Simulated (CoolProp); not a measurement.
Carbon monoxide along the isotherm 150.6 K: density (kg/m³) from the reference equation and from simpler models built on Tc = 132.9 K, pc = 34.98 bar, ω = 0.050; each cubic takes its own stable root.

The numbers come from the reference Helmholtz-energy equation of state, Lemmon 2006 in CoolProp. It is a short technical equation, of lower accuracy than the large ones.

```tsv
p (bar)	phase	reference	Redlich-Kwong	Soave-Redlich-Kwong
0.277	gas	0.6208	0.6208	0.6208
0.568	gas	1.275	1.275	1.275
1.17	gas	2.638	2.638	2.638
2.39	gas	5.432	5.435	5.433
4.92	gas	11.38	11.39	11.38
10.1	gas	24.26	24.31	___
20.7	gas	___	___	54.33
42.6	supercritical	143.6	144.8	___
87.5	supercritical	422.1	___	___
```

Question: Complete the blanks.

Answer: 
- 10.1, Soave-Redlich-Kwong: 24.28
- 20.7, reference: 54.28
- 20.7, Redlich-Kwong: 54.50
- 42.6, Soave-Redlich-Kwong: 142.9
- 87.5, Redlich-Kwong: 398.1
- 87.5, Soave-Redlich-Kwong: 391.2
